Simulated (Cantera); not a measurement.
## Hydrocarbon pyrolysis for carbon deposition

An isothermal, constant-pressure homogeneous reactor starts with CH4 : N2 = 1 : 5.6 (molar parts), at 1448 K and 0.000770 bar.

Cantera simulation using GRI-Mech 3.0 (53 species, 325 reactions); the numbers are that mechanism's predictions, not measurements. GRI-Mech 3.0 stops at C3 and has no aromatics, soot or wall deposition, so with more carbon than oxygen in the feed, carbon stays in small species such as C2H2 where larger ones or solid carbon would form. Radical loss at walls, strong at low pressure, is not modelled.

```csv
t (s),x CH4,x H2,x C2H4,x C2H2,x C2H,x C2H6,x CH2
0.000400,0.152,2.05e-9,<1e-12,<1e-12,<1e-12,<1e-12,<1e-12
0.000925,0.152,8.31e-9,<1e-12,<1e-12,<1e-12,<1e-12,<1e-12
0.00214,0.152,2.73e-8,<1e-12,<1e-12,<1e-12,<1e-12,<1e-12
0.00495,0.152,7.42e-8,<1e-12,<1e-12,<1e-12,<1e-12,<1e-12
0.0114,0.152,1.83e-7,<1e-12,<1e-12,<1e-12,<1e-12,<1e-12
0.0264,0.152,4.34e-7,1.31e-11,<1e-12,<1e-12,1.19e-12,<1e-12
0.0612,0.152,1.02e-6,1.79e-10,<1e-12,<1e-12,1.47e-11,1.17e-12
0.141,0.152,2.36e-6,2.31e-9,3.36e-12,<1e-12,1.74e-10,5.93e-12
0.327,0.152,5.52e-6,2.90e-8,9.95e-11,<1e-12,1.91e-9,3.09e-11
0.756,0.151,1.34e-5,3.59e-7,2.94e-9,<1e-12,1.86e-8,1.62e-10
1.75,0.151,3.83e-5,4.39e-6,8.93e-8,<1e-12,1.49e-7,8.47e-10
4.04,0.151,0.000180,5.20e-5,2.84e-6,1.19e-12,9.68e-7,4.33e-9
9.35,0.150,0.00156,0.000556,9.63e-5,3.17e-11,5.25e-6,2.07e-8
21.6,0.137,0.0154,0.00336,0.00279,9.33e-10,1.72e-5,6.85e-8
50.0,0.0981,0.0673,0.00233,0.0208,6.84e-9,1.25e-5,7.20e-8
```
x: mole fraction; the columns are a selection and need not sum to one.

Equilibrium at this temperature and pressure: CH4 1.80e-5, H2 0.197, C2H4 2.27e-6, C2H2 0.0310, C2H 3.15e-8, C2H6 4.49e-12, CH2 1.59e-10 (gas phase only).
